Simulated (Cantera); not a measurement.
Ignition delay

Mixture: 13.9 % CH₄, 17.3 % O₂, 65.1 % N₂, 3.74 % H₂O, at 500000 Pa, adiabatic and at constant pressure. Ignition delay is the time to a rise of 400 K.

Detailed kinetics in Cantera: GRI-Mech 3.0 (53 species, 325 reactions).

| T0 (K) | delay (ms) |
|---|---|
| 1050 | 104 |
| 1100 | 50.4 |
| 1150 | 25.6 |
| 1200 | 13.4 |
| 1250 | 7.26 |
| 1300 | 4.02 |
| 1350 | 2.28 |

```json
{
  "apparent activation energy between 1250 and 1350 K": "160 kJ/mol"
}
```
